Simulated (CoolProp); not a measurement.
Vapour-liquid equilibrium of R22 (1) + R114 (2) at 0.901 MPa; x and y are mole fractions of (1).

Values from CoolProp's multi-fluid Helmholtz-energy mixture model, Kamei 1995 and Platzer 1990; pair parameters Bell 2016. This equation is an older, rougher fit; its heat capacities, sound speeds and derivatives of the liquid may be far off and weren't checked against measurements.

Problem. Give the bubble temperature and the first vapour's composition at x = 0.05, 0.35, 0.5. Is there an azeotrope?

Solution. x = 0.05: 343.8 K, y = 0.175; x = 0.35: 316.5 K, y = 0.664; x = 0.5: 309.2 K, y = 0.770. No azeotrope shows between x = 0.05 and 0.95.

The pair parameters rest on a limited set of measurements; away from them the model extrapolates.
